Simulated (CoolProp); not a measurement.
Vapour-liquid equilibrium of carbon dioxide (1) + dimethyl ether (2) at 241.2 K; x and y are mole fractions of (1).

The numbers come from the multi-fluid Helmholtz-energy mixture model, Span 1996 and Wu 2011; pair parameters Bell 2016 in CoolProp.

| x | bubble pressure, mixture model (kPa) | bubble pressure, Raoult's law (kPa) | y, mixture model | y, Raoult's law |
|---|---|---|---|---|
| 0.05 | 113.2 | 136.5 | 0.376 | 0.489 |
| 0.15 | 201.5 | 262.8 | 0.680 | 0.763 |
| 0.25 | 301.4 | 389.2 | 0.808 | 0.859 |
| 0.35 | 413.2 | 515.5 | 0.877 | 0.907 |
| 0.45 | 536.1 | 641.8 | 0.919 | 0.937 |
| 0.55 | 669.1 | 768.1 | 0.946 | 0.957 |
| 0.65 | 810.4 | 894.4 | 0.965 | 0.971 |
| 0.75 | 957.5 | 1021 | 0.979 | 0.982 |
| 0.85 | 1108 | 1147 | 0.989 | 0.990 |
| 0.95 | 1260 | 1273 | 0.997 | 0.997 |

The largest gap from Raoult's law is -23.3 % in bubble pressure, at x = 0.15. No azeotrope shows between x = 0.05 and 0.95.

Pair parameters are fitted to limited data, so mixtures are less certain than the pure fluids.
